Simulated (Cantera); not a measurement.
Feed: 1 mol CaCO₃, 7.3 mol O₂, 0.19 mol H₂O, equilibrated at 0.133 bar.

Method: chemical equilibrium by Gibbs-energy minimisation in Cantera with the NASA 1993 tables (ideal gas, pure condensed phases). Candidate condensed phases: C, C₆H₆, C₇H₈, C₈H₁₈, Ca, CaCO₃, CaO, Ca(OH)₂, H₂O; 115 gas species. Equilibrium is a limit: real reactors are often held back by kinetics, nucleation or transport.

Q: At 927 °C, list the 3 most abundant gas species with their mole fractions, and the condensed phases.

A: O₂ 0.860, CO₂ 0.118, H₂O 0.0224. Condensed: CaO(s).
